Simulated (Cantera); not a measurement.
Cantera with NASA thermochemical tables; ideal gases at 1 bar, condensed phases pure. Values are per mole of reaction as written; species without (g) are pure solids or liquids, kept so even where they would boil at 1 bar. ZrN: taken at fixed stoichiometry.

5 H₂O(g) + 2 ZrN ⇌ 2 ZrO₂ + N₂O(g) + 10 H(g), with ΔH° = 2006.5 kJ and ΔS° = 446.6 J/K at 300 K.

Q: How far is the shortcut ΔG° ≈ ΔH°(300 K) − T·ΔS°(300 K) from the full temperature-dependent value at 525, 675, 825, 975, 1125 K?

A: 
```
T (K)  shortcut (kJ)  full (kJ)  difference (kJ)  difference in log10 K
-----  -------------  ---------  ---------------  ---------------------
525           1772.0     1764.0              7.9                  -0.79
675           1705.0     1685.0             20.0                  -1.55
825           1638.0     1602.0             36.0                  -2.28
975           1571.0     1516.0             55.0                  -2.95
1125          1504.0     1427.5             76.5                  -3.55
```
The shortcut ignores the heat-capacity change of the reaction.
